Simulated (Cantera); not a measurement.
**Thermodynamics of silicon oxide and oxynitride deposition, feed SiH₄ + O₂ + H₂ + NO**

Feed: 1 mol SiH₄, 0.21 mol O₂, 3.2 mol H₂, 7.8 mol NO, held at 10.0 mbar.

Cantera equilibrium calculation (NASA polynomials, part measured and part estimated; ideal gas, pure solids and liquids). Candidate condensed phases: H₂O, Si, SiO₂, Si₂N₂O, Si₃N₄; 35 gas species. The tables hold silica as quartz up to 1696 K and as liquid above; real silica turns to tridymite and cristobalite and melts near 1996 K. Rates play no part.

From 1025 °C to 1375 °C the condensed part is SiO₂(β-quartz). From 1425 °C to 1625 °C the condensed part is SiO₂(condensed).

```
T (°C)  log p H₂O  log p N₂  log p O₂  log p OH  log p H₂  log p NO  n SiO₂(β-quartz)  n SiO₂(condensed)
------  ---------  --------  --------  --------  --------  --------  ----------------  -----------------
1025        -2.27     -2.39     -3.28     -6.27     -7.71     -5.85              1.00                  0
1075        -2.27     -2.39     -3.28     -6.03     -7.33     -5.71              1.00                  0
1125        -2.27     -2.39     -3.28     -5.80     -6.99     -5.59              1.00                  0
1175        -2.27     -2.39     -3.28     -5.59     -6.66     -5.47              1.00                  0
1225        -2.27     -2.39     -3.28     -5.40     -6.36     -5.36              1.00                  0
1275        -2.27     -2.39     -3.28     -5.21     -6.08     -5.26              1.00                  0
1325        -2.27     -2.39     -3.28     -5.04     -5.82     -5.16              1.00                  0
1375        -2.27     -2.39     -3.28     -4.88     -5.57     -5.07              1.00                  0
1425        -2.27     -2.39     -3.28     -4.73     -5.33     -4.99                 0              1.000
1475        -2.27     -2.39     -3.28     -4.59     -5.11     -4.91                 0              1.000
1525        -2.27     -2.39     -3.28     -4.45     -4.90     -4.83                 0              1.000
1575        -2.27     -2.39     -3.29     -4.33     -4.71     -4.76                 0              1.000
1625        -2.27     -2.39     -3.29     -4.21     -4.52     -4.69                 0              1.000
```
log p: log10 of the partial pressure in bar; n: condensed amount in mol.
